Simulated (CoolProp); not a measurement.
Vapour pressure (MPa) of n-dodecane: the reference equation beside estimates from Tc = 385.0 °C, pc = 1.818 MPa, ω = 0.574. Clausius-Clapeyron is anchored at 235.45 °C with a constant enthalpy of vaporisation of 41.51 kJ/mol.

Model: reference Helmholtz-energy equation of state, Lemmon 2004, in CoolProp. It is a short technical equation, of lower accuracy than the large ones.

| T (°C) | reference | Clausius-Clapeyron | van der Waals | Redlich-Kwong | Soave-Redlich-Kwong |
|---|---|---|---|---|---|
| 206.95 | 0.08070 | 0.08741 | 0.4483 | 0.2231 | 0.08121 |
| 214.05 | 0.09603 | 0.1017 | 0.4819 | 0.2506 | ? |
| 221.15 | 0.1136 | 0.1178 | 0.5170 | 0.2804 | 0.1148 |
| 228.35 | 0.1339 | 0.1362 | 0.5543 | 0.3130 | 0.1355 |
| 235.45 | 0.1565 | 0.1565 | 0.5927 | 0.3478 | 0.1587 |
| 242.65 | 0.1825 | 0.1795 | 0.6333 | 0.3857 | 0.1854 |
| 249.75 | 0.2113 | 0.2048 | 0.6751 | 0.4257 | 0.2149 |
| 256.85 | 0.2435 | 0.2327 | ? | 0.4686 | 0.2481 |
| 264.05 | 0.2799 | 0.2640 | 0.7644 | 0.5150 | 0.2855 |
| 271.15 | 0.3198 | ? | 0.8113 | 0.5638 | 0.3266 |
| 278.25 | 0.3639 | 0.3354 | ? | 0.6156 | 0.3721 |
| 285.45 | 0.4134 | 0.3769 | 0.9113 | 0.6713 | 0.4231 |
| 292.55 | 0.4671 | 0.4217 | 0.9636 | ? | 0.4784 |

Q: Fill in the missing entries.

A: 
- 214.05, Soave-Redlich-Kwong: 0.09684
- 256.85, van der Waals: 0.7185
- 271.15, Clausius-Clapeyron: 0.2980
- 278.25, van der Waals: 0.8600
- 292.55, Redlich-Kwong: 0.7295

Absolute difference from the reference over all 13 rows, mean and median: Clausius-Clapeyron 5.2 and 5.7 %, van der Waals 242.8 and 219.5 %, Redlich-Kwong 107.2 and 101.5 %, Soave-Redlich-Kwong 1.7 and 1.7 %.
